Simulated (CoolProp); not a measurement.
Properties of sulfur dioxide along the isotherm 461.4 K (Tc = 430.6 K, pc = 78.87 bar, ω = 0.256).

Model: reference Helmholtz-energy equation of state, Gao 2016, in CoolProp.

| p (bar) | phase | cv (kJ/(kg K)) | speed of sound (m/s) | isothermal compressibility (1/MPa) | fugacity coefficient |
|---|---|---|---|---|---|
| 1.11 | gas | 0.5808 | 270.1 | 9.044 | 0.9962 |
| 2.1 | gas | 0.5821 | [?] | 4.797 | 0.9928 |
| 3.98 | gas | [?] | 268.5 | 2.548 | 0.9863 |
| 7.54 | gas | [?] | [?] | 1.363 | 0.9741 |
| 14.3 | gas | 0.5986 | 262.6 | 0.7380 | 0.9511 |
| 27.1 | gas | [?] | 255.0 | [?] | 0.9081 |
| 51.4 | gas | 0.6633 | 239.7 | 0.2514 | 0.8282 |
| 97.4 | supercritical | 0.8057 | 208.9 | [?] | 0.6805 |
| 185 | supercritical | 0.7814 | 357.7 | 0.02449 | 0.4603 |
| 350 | supercritical | 0.7447 | 552.9 | 0.006448 | 0.3280 |

Q: Some entries are withheld; supply them.

A: 
- 2.1, speed of sound (m/s): 269.6
- 3.98, cv (kJ/(kg K)): 0.5845
- 7.54, cv (kJ/(kg K)): 0.5892
- 7.54, speed of sound (m/s): 266.5
- 27.1, cv (kJ/(kg K)): 0.6180
- 27.1, isothermal compressibility (1/MPa): 0.4125
- 97.4, isothermal compressibility (1/MPa): 0.2338
